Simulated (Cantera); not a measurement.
**CaO + NF3 + H2 (oxide etching and cleaning by halides)**

Input: 1 mol CaO, 2.2 mol NF3, a varied amount of H2, equilibrated at 0.750 Torr.

These are equilibrium values from Cantera (NASA tables, ideal gas, pure condensed phases), not measurements of a reactor. Candidate condensed phases: Ca, CaF2, CaO, Ca(OH)2, H2O; 47 gas species. Mutual solubility and eutectic melting of coexisting phases are not modelled. The numbers say what is thermodynamically allowed, not how fast it happens.

Stable condensed phases:

```
T in K \ n(H2) in mol
         4.4 6.1 7.7 9.4  11  13  14  16  18  19  21  23
   1873    A   A   A   A   A   A   A   A   A   A   A   A
   1848    A   A   A   A   A   A   A   A   A   A   A   A
   1823    A   A   A   A   A   A   A   A   A   A   A   A
   1798    A   A   A   A   A   A   A   A   A   A   A   A
   1773    A   A   A   A   A   A   A   A   A   A   A   A
   1748    B   B   B   B   B   B   B   B   B   B   B   B
   1723    B   B   B   B   B   B   B   B   B   B   B   B
   1698    C   B   B   B   B   B   B   B   B   B   B   B
   1673    D   D   C   C   B   B   B   B   B   B   B   B
   1648    D   D   D   D   C   C   C   C   B   B   B   B
```

A: gas only; B: CaO; C: CaF2 + CaO; D: CaF2.
